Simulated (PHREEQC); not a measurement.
Na3PO4 is added in steps, without added water, to 1 kg of water holding 0.0035 mol/kgw Na2SeO3, 0.14 mol/kgw H3PO4 and 0.0039 mol/kgw NaCl, at 48 °C. The system is closed to oxygen. CO2 from the air is kept out. Only these solids could form: Halite.

Base run: PHREEQC, ion-association model, wateq4f.dat. Each further column changes one thing. The table gives H2SeO3 (mol/kgw).

```json
[
 {"Na3PO4 added (mol)": "0", "base": "0.00318", "NaCl left out": "0.00318", "diluted 2-fold with water": "0.00154", "NaCl replaced by Na2CO3 at the same molality": "0.00313", "no solid may form": "0.00318"},
 {"Na3PO4 added (mol)": "0.0525", "base": "0.00119", "NaCl left out": "0.00119", "diluted 2-fold with water": "3.13e-7", "NaCl replaced by Na2CO3 at the same molality": "0.000951", "no solid may form": "0.00119"},
 {"Na3PO4 added (mol)": "0.0875", "base": "1.49e-6", "NaCl left out": "1.48e-6", "diluted 2-fold with water": "6.91e-8", "NaCl replaced by Na2CO3 at the same molality": "1.25e-6", "no solid may form": "1.49e-6"},
 {"Na3PO4 added (mol)": "0.14", "base": "3.25e-7", "NaCl left out": "3.24e-7", "diluted 2-fold with water": "7.76e-11", "NaCl replaced by Na2CO3 at the same molality": "3.04e-7", "no solid may form": "3.25e-7"},
 {"Na3PO4 added (mol)": "0.1925", "base": "1.24e-7", "NaCl left out": "1.23e-7", "diluted 2-fold with water": "4.88e-14", "NaCl replaced by Na2CO3 at the same molality": "1.15e-7", "no solid may form": "1.24e-7"},
 {"Na3PO4 added (mol)": "0.2275", "base": "5.67e-8", "NaCl left out": "5.66e-8", "diluted 2-fold with water": "2.30e-14", "NaCl replaced by Na2CO3 at the same molality": "5.12e-8", "no solid may form": "5.67e-8"},
 {"Na3PO4 added (mol)": "0.28", "base": "2.55e-10", "NaCl left out": "2.55e-10", "diluted 2-fold with water": "1.31e-14", "NaCl replaced by Na2CO3 at the same molality": "1.43e-10", "no solid may form": "2.55e-10"},
 {"Na3PO4 added (mol)": "0.3325", "base": "6.37e-13", "NaCl left out": "6.36e-13", "diluted 2-fold with water": "0", "NaCl replaced by Na2CO3 at the same molality": "6.36e-13", "no solid may form": "6.37e-13"},
 {"Na3PO4 added (mol)": "0.3675", "base": "2.90e-13", "NaCl left out": "2.90e-13", "diluted 2-fold with water": "0", "NaCl replaced by Na2CO3 at the same molality": "2.90e-13", "no solid may form": "2.90e-13"},
 {"Na3PO4 added (mol)": "0.42", "base": "1.59e-13", "NaCl left out": "1.59e-13", "diluted 2-fold with water": "0", "NaCl replaced by Na2CO3 at the same molality": "1.59e-13", "no solid may form": "1.59e-13"}
]
```

The ionic strength passes 0.7 mol/kgw, the rough limit of the ion-association models, in part of: base; NaCl left out; diluted 2-fold with water; NaCl replaced by Na2CO3 at the same molality; no solid may form. H3PO4, which wateq4f.dat lacks, is added to it with the constant of phreeqc.dat. Constants without temperature data keep their 25 °C values here. Solids allowed in the column 'NaCl replaced by Na2CO3 at the same molality': Nahcolite, Natron.
